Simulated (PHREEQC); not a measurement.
3.4 g of hydrous ferric oxide (600 m²/g; 0.2 weak and 0.005 strong sites per Fe, Dzombak-Morel constants, diffuse double layer) in 1 kg of water with 0.005 mol/kgw of an inert sodium salt, at 25 °C; the pH is set by adding NaOH or the inert anion's acid. Oxygen alone is held at its pressure in air (log pO2 = -0.68). The system is closed to CO2. Nothing may precipitate in this run.

Equilibrium calculation in PHREEQC: ion-association model, wateq4f.dat.

```json
[
 {"pH": "4", "surface charge σ (C/m²)": "0.199", "surface potential ψ (mV)": "189"},
 {"pH": "4.5", "surface charge σ (C/m²)": "0.141", "surface potential ψ (mV)": "175"},
 {"pH": "5", "surface charge σ (C/m²)": "0.096", "surface potential ψ (mV)": "157"},
 {"pH": "5.5", "surface charge σ (C/m²)": "0.062", "surface potential ψ (mV)": "136"},
 {"pH": "6", "surface charge σ (C/m²)": "0.039", "surface potential ψ (mV)": "113"},
 {"pH": "6.5", "surface charge σ (C/m²)": "0.023", "surface potential ψ (mV)": "88"},
 {"pH": "7", "surface charge σ (C/m²)": "0.013", "surface potential ψ (mV)": "62"},
 {"pH": "7.5", "surface charge σ (C/m²)": "0.006", "surface potential ψ (mV)": "34"},
 {"pH": "8", "surface charge σ (C/m²)": "0.001", "surface potential ψ (mV)": "6"},
 {"pH": "8.5", "surface charge σ (C/m²)": "-0.004", "surface potential ψ (mV)": "-22"},
 {"pH": "9", "surface charge σ (C/m²)": "-0.009", "surface potential ψ (mV)": "-50"},
 {"pH": "9.5", "surface charge σ (C/m²)": "-0.018", "surface potential ψ (mV)": "-77"},
 {"pH": "10", "surface charge σ (C/m²)": "-0.031", "surface potential ψ (mV)": "-103"}
]
```

Species that the database lacks are ignored.
